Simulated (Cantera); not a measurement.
A perfectly stirred reactor is fed with H2 : O2 = 0.032 : 1 (molar parts), at 18.0 Torr; it is held at 973 K, and followed from long to short residence time.

Computed with Cantera and GRI-Mech 3.0 (53 species, 325 reactions). Radical loss at walls, strong at low pressure, is not modelled.

x: mole fraction; the columns are a selection and need not sum to one.

| τ (s) | x H2 | x O2 | x H2O2 | x H2O | x O | x HO2 | x H |
|---|---|---|---|---|---|---|---|
| 0.62 | 0.000474 | 0.968 | 1.31e-7 | 0.0309 | 0.000652 | 3.78e-6 | 4.88e-5 |
| 0.33 | 0.000668 | 0.967 | 1.55e-7 | 0.0306 | 0.000927 | 4.70e-6 | 9.01e-5 |
| 0.18 | ? | 0.967 | ? | 0.0303 | ? | ? | ? |
| 0.096 | 0.00130 | 0.966 | 2.15e-7 | 0.0297 | 0.00178 | 6.83e-6 | 0.000292 |
| 0.051 | ? | 0.966 | ? | 0.0290 | ? | ? | ? |
| 0.028 | 0.00255 | 0.965 | 2.91e-7 | 0.0280 | 0.00319 | 9.09e-6 | 0.000878 |
| 0.015 | 0.00360 | 0.963 | 3.32e-7 | 0.0265 | 0.00412 | 1.01e-5 | 0.00145 |
| 0.0079 | 0.00516 | 0.962 | 3.74e-7 | 0.0243 | 0.00511 | 1.09e-5 | 0.00228 |
| 0.0042 | 0.00742 | 0.961 | 4.11e-7 | 0.0214 | 0.00589 | 1.13e-5 | 0.00320 |
| 0.0023 | 0.0106 | 0.960 | 4.35e-7 | 0.0178 | 0.00612 | 1.14e-5 | 0.00385 |

Q: Fill in the missing entries.

A: 
- 0.18, x H2: 0.000928
- 0.18, x H2O2: 1.82e-7
- 0.18, x O: 0.00128
- 0.18, x HO2: 5.70e-6
- 0.18, x H: 0.000161
- 0.051, x H2: 0.00184
- 0.051, x H2O2: 2.52e-7
- 0.051, x O: 0.00243
- 0.051, x HO2: 8.01e-6
- 0.051, x H: 0.000520
